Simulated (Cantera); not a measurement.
An isothermal, constant-pressure homogeneous reactor starts with 25.9 % H₂, 74.1 % O₂, equivalence ratio 0.17, at 1023 K and 0.00520 bar.

Computed with Cantera and GRI-Mech 3.0 (53 species, 325 reactions). Radical loss at walls, strong at low pressure, is not modelled. The temperature is held fixed by assumption; the heat of reaction is taken as removed at once.

One state of this run: x H₂ = 0.0117; x O₂ = 0.633; x H = 0.0915; x O = 0.0509; x HO₂ = 5.87e-6; x H₂O = 0.207. x: mole fraction; the columns are a selection and need not sum to one.

Problem. Which value of t (s) does it belong to?
A. 41.6
B. 0.000700
C. 0.0162
D. 0.0778

Solution. C, 0.0162
